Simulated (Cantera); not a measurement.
Cantera with NASA thermochemical tables; ideal gases at 1 bar, condensed phases pure. Values are per mole of reaction as written; species without (g) are pure solids or liquids, kept so even where they would boil at 1 bar.

Si + 3 Cl₂(g) + SiH₂(g) ⇌ 2 SiHCl₃(g), with ΔH° = -1237.8 kJ and ΔS° = -268.2 J/K at 300 K.

Question: How far is the shortcut ΔG° ≈ ΔH°(300 K) − T·ΔS°(300 K) from the full temperature-dependent value at 873, 973, 1073, 1173, 1273, 1373, 1473, 1573, 1673, 1773, 1873 K?

Answer: 
```tsv
T (K)	shortcut (kJ)	full (kJ)	difference (kJ)	difference in log10 K	condensed phases
873	-1003.7	-1003.6	-0.1	0.01	Si(s)
973	-976.9	-976.9	0.0	0.00	Si(s)
1073	-950.1	-950.2	0.1	-0.01	Si(s)
1173	-923.2	-923.6	0.3	-0.02	Si(s)
1273	-896.4	-897.0	0.6	-0.02	Si(s)
1373	-869.6	-870.5	0.9	-0.04	Si(s)
1473	-842.8	-844.1	1.3	-0.05	Si(s)
1573	-816.0	-817.7	1.7	-0.06	Si(s)
1673	-789.2	-791.4	2.2	-0.07	Si(s)
1773	-762.3	-762.6	0.3	-0.01	Si(l)
1873	-735.5	-733.4	-2.1	0.06	Si(l)
```
The shortcut ignores heat capacities and the phase changes listed.
